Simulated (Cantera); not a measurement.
A freely propagating, adiabatic, planar premixed flame of CH4 : C2H6 : O2 : N2 = 1 : 0.59 : 4.78 : 18 (molar parts), equivalence ratio 0.85, unburnt at 500 K and 1.01 bar; mixture-averaged transport, grid criteria slope 0.08 and curve 0.16, no radiation.

Computed with Cantera and GRI-Mech 3.0 (53 species, 325 reactions). Burning velocities carry a grid error of a few per cent, more on coarse grids.

Q: What does this change do: C2H6 0.59 to 0.75 parts?

A: 
| quantity | before | after |
|---|---|---|
| laminar burning velocity | 83.1 cm/s | 94.0 cm/s |
| thermal thickness | 0.361 mm | 0.335 mm |
| peak x(HCO) | 5.17e-5 | 6.90e-5 |
| peak x(H) | 0.00567 | 0.00813 |
